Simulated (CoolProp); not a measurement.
Vapour-liquid equilibrium of CHF3 (R23) (1) + R11 (2) at -22.45 °C; x and y are mole fractions of (1).

Model: multi-fluid Helmholtz-energy mixture model, Penoncello 2003 and Jacobsen 1992; pair parameters Bell 2016, in CoolProp.

| x | bubble pressure, mixture model (bar) | bubble pressure, Raoult's law (bar) | y, mixture model | y, Raoult's law |
|---|---|---|---|---|
| 0.05 | 1.959 | 0.7773 | 0.928 | 0.831 |
| 0.15 | 5.143 | 2.055 | 0.971 | 0.943 |
| 0.25 | 7.489 | 3.332 | 0.980 | 0.969 |
| 0.35 | 8.961 | 4.610 | 0.983 | 0.980 |
| 0.45 | 9.741 | 5.888 | 0.985 | 0.987 |
| 0.55 | 10.11 | 7.165 | 0.985 | 0.991 |
| 0.65 | 10.35 | 8.443 | 0.986 | 0.994 |
| 0.75 | 10.67 | 9.720 | 0.987 | 0.996 |
| 0.85 | 11.25 | 11.00 | 0.989 | 0.998 |
| 0.95 | 12.22 | 12.28 | 0.995 | 0.999 |

The largest gap from Raoult's law is +152.0 % in bubble pressure, at x = 0.05. No azeotrope shows between x = 0.05 and 0.95.

Pair parameters are fitted to limited data, so mixtures are less certain than the pure fluids. The gap from Raoult's law changes sign with composition, which may be real or a fault of the pair parameters; it wasn't checked against measurements. With so large a gap from Raoult's law the liquid may split in two, which this calculation doesn't test in full.
